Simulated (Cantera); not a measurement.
Charge: 1 mol MgO, 52 mol HCl, 1.6 mol N2, held at 1600 K and 0.00440 bar.

Cantera equilibrium calculation (NASA polynomials, part measured and part estimated; ideal gas, pure solids and liquids). Candidate condensed phases: H2O, Mg, MgCl2, MgO, Mg(OH)2, NH4Cl; 38 gas species. The numbers say what is thermodynamically allowed, not how fast it happens.

### Question
What is the equilibrium state?

### Answer
| Property | Value |
|---|---|
| x(HCl) | 0.920 |
| x(N2) | 0.0297 |
| x(MgCl2) | 0.0186 |
| x(H2O) | 0.0186 |
| x(Cl) | 0.00892 |
| x(H2) | 0.00447 |
| x(H) | 5.48e-5 |
| x(Cl2) | 2.90e-5 |
| x(OH) | 8.91e-6 |
| gas amount | 53.84 mol |
| log10 activity of Mg(l) (absent) | -10.72 |
